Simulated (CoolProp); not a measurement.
The fluid at 256.07 K and 0.0141 MPa expands adiabatically to 0.00406 MPa with isentropic efficiency 0.9. The same conditions are run with several fluids, on thermodynamics alone (safety and materials aside).

Model: reference Helmholtz-energy equation of state of each fluid (trans-2-butene: Lemmon 2005; R407C: Lemmon 2003; sulfur dioxide: Gao 2016; chlorine: Thol 2021), in CoolProp. Blends and air are pseudo-pure fits.

```csv
fluid,work (kJ/kg),final temperature (K),final phase,final density (kg/m³)
trans-2-butene,39.6,226.6,gas,?
R407C,25.4,220.4,gas,?
sulfur dioxide,?,208.5,"two-phase, vapour fraction 0.988",0.152
chlorine,28.7,?,gas,?
```

### Question
Complete the blanks.

### Answer

- trans-2-butene, final density (kg/m³): 0.121
- R407C, final density (kg/m³): 0.191
- sulfur dioxide, work (kJ/kg): 32.7
- chlorine, final temperature (K): 192.7
- chlorine, final density (kg/m³): 0.180
